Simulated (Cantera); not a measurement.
A closed system holds: 1 mol B, 0.053 mol HCl, 4.1 mol H2, equilibrated at 650 °C and 13.3 mbar.

These are equilibrium values from Cantera (NASA tables, ideal gas, pure condensed phases), not measurements of a reactor. Candidate condensed phases: B; 13 gas species. Gases not in the tables: BHCl2. Kinetics and transport are ignored.

Problem. What is the equilibrium state?

Solution. x(H2): 0.988
x(HCl): 0.0119
x(BCl3): 0.000278
n(B(s)): 0.999 mol
gas amount: 4.152 mol
